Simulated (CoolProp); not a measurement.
Oxygen at 293.15 K and 19.5 MPa is throttled through a valve to 1.35 MPa with no heat exchange. Each further row changes one setting.

Computed with CoolProp (reference Helmholtz-energy equation of state, Schmidt 1985).

| case | temperature change (K) | final density (kg/m³) |
|---|---|---|
| as stated | ? | ? |
| outlet pressure 0.405 MPa | ? | ? |
| outlet pressure 1.76 MPa | ? | ? |

Task: Fill in the missing entries.

Result: 
- as stated, temperature change (K): -43.4
- as stated, final density (kg/m³): 21.2
- outlet pressure 0.405 MPa, temperature change (K): -46.9
- outlet pressure 0.405 MPa, final density (kg/m³): 6.37
- outlet pressure 1.76 MPa, temperature change (K): -41.9
- outlet pressure 1.76 MPa, final density (kg/m³): 27.6
